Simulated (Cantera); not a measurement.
A closed system holds: 1 mol BF3, 0.26 mol H2O, 33 mol N2, held at 1473 K and 10.0 mbar.

Equilibrium computed with Cantera from the NASA thermochemical tables; the gas is ideal and each condensed phase is pure. Candidate condensed phases: B, BN, B2O3, B3O3H3, H2O; 62 gas species. The numbers say what is thermodynamically allowed, not how fast it happens.

Base state: N2 0.956, BF3 0.0214, HF 0.0150, BOF 0.00752, H2O 1.01e-5 (mole fractions); condensed: gas only.

Task: What changes in the equilibrium state with this change: H2O from 0.26 to 3.1 mol?

Result: 
```json
[
 {"species": "N2", "before": "0.956", "after": "0.866"},
 {"species": "HF", "before": "0.0150", "after": "0.0580"},
 {"species": "H2O", "before": "1.01e-5", "after": "0.0494"},
 {"species": "BF3", "before": "0.0214", "after": "0.000176"},
 {"species": "BOF", "before": "0.00752", "after": "0.0202"},
 {"species": "HBO2", "before": "1.70e-6", "after": "0.00580"},
 {"species": "B2O3", "before": "9.83e-9", "after": "2.33e-5"},
 {"species": "O2", "before": "4.76e-8", "after": "3.94e-5"}
]
```
Gases not in the tables: H3BO3.
